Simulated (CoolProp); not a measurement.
Properties of R141b at several states (Tc = 204.4 °C, pc = 42.12 bar, ω = 0.220).

Computed with CoolProp (reference Helmholtz-energy equation of state, Lemmon 2006). It is a short technical equation, of lower accuracy than the large ones.

```tsv
T (°C)	p (bar)	phase	Z	cv (kJ/(kg K))	speed of sound (m/s)
-0.05	3.21	liquid	0.01290	0.7875	916.8
-24.55	91.7	liquid	0.3877	0.7772	1053
39.15	1.32	liquid	0.004930	0.8180	768.5
208.75	2.45	gas	0.9814	0.9116	189.2
126.65	38.2	liquid	0.1317	0.9012	488.9
79.05	0.358	gas	0.9923	0.7623	164.4
```
